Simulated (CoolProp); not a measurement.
Vapour-liquid equilibrium of n-hexane (1) + n-decane (2) at 159.25 °C; x and y are mole fractions of (1).

The numbers come from the multi-fluid Helmholtz-energy mixture model, Thol 2019 and Lemmon 2006; pair parameters Kunz 2012 in CoolProp.

Problem. Give the bubble pressure and the first vapour's composition at x = 0.05, 0.15, 0.85. Is there an azeotrope?

Solution. x = 0.05: 0.1009 MPa, y = 0.342; x = 0.15: 0.1686 MPa, y = 0.633; x = 0.85: 0.7471 MPa, y = 0.980. No azeotrope shows between x = 0.05 and 0.95.

Pair parameters are fitted to limited data, so mixtures are less certain than the pure fluids.
